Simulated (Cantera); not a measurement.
Input (Python, Cantera) and output of one run.

```python
import numpy as np
import cantera as ct

gas_names = [...]  # 136 gases of nasa_gas.yaml made of C, H, N, O
cond_names = """
    C(gr) C6H6(L) C7H8(L) C8H18(L),n-octa H2O(s) H2O(L)
""".split()


# ... load() reads the species with a 1 bar reference pressure and builds the phases ...
atoms = {
    'acetone': {'C': 3, 'H': 6, 'O': 1},
    'O2': {'O': 2},
    'N2': {'N': 2},
}
top_T = {'C(gr)': 4500}  # K; cautious upper limits of use, not melting points


# ... equilibrate(T, P, feed) seeds the gas with the atoms and calls Mixture.equilibrate('TP', solver="vcs", rtol=1e-11, max_steps=5000) ...
results = []
feed = {'acetone': 1, 'O2': 0.0072, 'N2': 9.4}  # mol
P = 25  # Pa
for T in [2073, 2148, 2223, 2298, 2373, 2448, 2523, 2598, 2673, 2748]:
    mix = equilibrate(T, P, feed)
    results.append((T, P, feed, dict(zip(mix.species_names, mix.species_moles))))

top = {s: max(r[3][s] / sum(r[3][g] for g in gas_names) for r in results) for s in gas_names}
cols = sorted((s for s in top if top[s] > 0.0001), key=lambda s: -top[s])[:8]
seen = [c for c in cond_names if any(r[3].get(c, 0) > 1e-12 for r in results)]
print("log10 of partial pressures in bar; condensed amounts in mol")
print(f"{'T/K':>10s}" + "".join(f"{s[:9]:>10s}" for s in cols + seen))
for T, P, feed, n in results:
    ng = sum(n[g] for g in gas_names)
    print(f"{T:10.4g}" + "".join(f"{np.log10(max(n[s] / ng * P / 1e5, 1e-99)):10.3f}" for s in cols)
          + "".join(f"{n.get(c, 0):10.4g}" for c in seen))
```

Output:

```
log10 of partial pressures in bar; condensed amounts in mol
       T/K        N2         H        H2        CO        C3        CN       HCN         C     C(gr)
      2073    -3.774    -4.757    -4.354    -4.739    -9.804    -7.736    -5.775    -9.858     1.879
      2148    -3.783    -4.585    -4.411    -4.747    -9.086    -7.359    -5.693    -9.228     1.851
      2223    -3.793    -4.439    -4.491    -4.756    -8.417    -7.009    -5.631    -8.640     1.821
      2298    -3.805    -4.319    -4.601    -4.767    -7.793    -6.683    -5.592    -8.092      1.79
      2373    -3.817    -4.227    -4.745    -4.779    -7.209    -6.378    -5.576    -7.578     1.752
      2448    -3.828    -4.162    -4.921    -4.789    -6.663    -6.092    -5.582    -7.096     1.686
      2523    -3.838    -4.119    -5.126    -4.799    -6.150    -5.824    -5.607    -6.643     1.532
      2598    -3.850    -4.096    -5.352    -4.809    -5.667    -5.572    -5.649    -6.216     1.127
      2673    -3.867    -4.090    -5.599    -4.823    -5.213    -5.337    -5.708    -5.813   0.05016
      2748    -3.873    -4.080    -5.824    -4.828    -5.236    -5.261    -5.904    -5.583         0
```

These are equilibrium values from Cantera (NASA tables, ideal gas, pure condensed phases), not measurements of a reactor. The feed counts by its element totals alone.
